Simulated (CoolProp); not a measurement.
Vapour-liquid equilibrium of R113 (1) + n-heptane (2) at 0.165 bar; x and y are mole fractions of (1).

The numbers come from the multi-fluid Helmholtz-energy mixture model, Marx 1992 and Span 2003; pair parameters Bell 2016 in CoolProp.

Task: Give the bubble temperature and the first vapour's composition at x = 0.05, 0.8, 0.95. Is there an azeotrope?

Result: x = 0.05: 312.7 K, y = 0.301; x = 0.8: 278.6 K, y = 0.965; x = 0.95: 275.9 K, y = 0.991. No azeotrope shows between x = 0.05 and 0.95.

The pair parameters rest on a limited set of measurements; away from them the model extrapolates.
